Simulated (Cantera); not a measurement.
Diamond growth

A diamond (100) surface in a fixed gas of H2 with x(CH4) = 0.02, x(H) = 0.0013, x(CH3) = 0.00028, 135 Torr; coverages are run to steady state.

Cantera simulation using the Harris–Goodwin 1993 mechanism for the reconstructed diamond (100) surface; the numbers are that mechanism's predictions, not measurements.

```json
[
 {"T (K)": "900", "growth (µm/h)": "12.6", "θ c6HH": "0.568", "θ c6H*": "0.00857", "θ c6*H": "0.239", "θ c6**": "0.00334", "θ c6HM": "0.145"},
 {"T (K)": "950", "growth (µm/h)": "17.0", "θ c6HH": "0.547", "θ c6H*": "0.0119", "θ c6*H": "0.282", "θ c6**": "0.00520", "θ c6HM": "0.118"},
 {"T (K)": "1000", "growth (µm/h)": "21.5", "θ c6HH": "0.523", "θ c6H*": "0.0158", "θ c6*H": "0.324", "θ c6**": "0.00763", "θ c6HM": "0.0946"},
 {"T (K)": "1050", "growth (µm/h)": "24.9", "θ c6HH": "0.501", "θ c6H*": "0.0204", "θ c6*H": "0.364", "θ c6**": "0.0107", "θ c6HM": "0.0721"},
 {"T (K)": "1100", "growth (µm/h)": "25.0", "θ c6HH": "0.482", "θ c6H*": "0.0255", "θ c6*H": "0.403", "θ c6**": "0.0144", "θ c6HM": "0.0491"},
 {"T (K)": "1150", "growth (µm/h)": "20.6", "θ c6HH": "0.466", "θ c6H*": "0.0310", "θ c6*H": "0.439", "θ c6**": "0.0186", "θ c6HM": "0.0276"},
 {"T (K)": "1200", "growth (µm/h)": "14.5", "θ c6HH": "0.448", "θ c6H*": "0.0367", "θ c6*H": "0.469", "θ c6**": "0.0229", "θ c6HM": "0.0127"},
 {"T (K)": "1250", "growth (µm/h)": "10.1", "θ c6HH": "0.430", "θ c6H*": "0.0421", "θ c6*H": "0.490", "θ c6**": "0.0271", "θ c6HM": "0.00517"},
 {"T (K)": "1300", "growth (µm/h)": "7.92", "θ c6HH": "0.413", "θ c6H*": "0.0471", "θ c6*H": "0.503", "θ c6**": "0.0308", "θ c6HM": "0.00201"},
 {"T (K)": "1350", "growth (µm/h)": "7.01", "θ c6HH": "0.399", "θ c6H*": "0.0518", "θ c6*H": "0.511", "θ c6**": "0.0341", "θ c6HM": "0.000775"},
 {"T (K)": "1400", "growth (µm/h)": "6.22", "θ c6HH": "0.389", "θ c6H*": "0.0563", "θ c6*H": "0.515", "θ c6**": "0.0369", "θ c6HM": "0.000301"}
]
```
θ: site fractions in the mechanism's names (c6HH fully hydrogenated, c6H* and c6*H radical sites, c6** diradical, c6HM methylated).
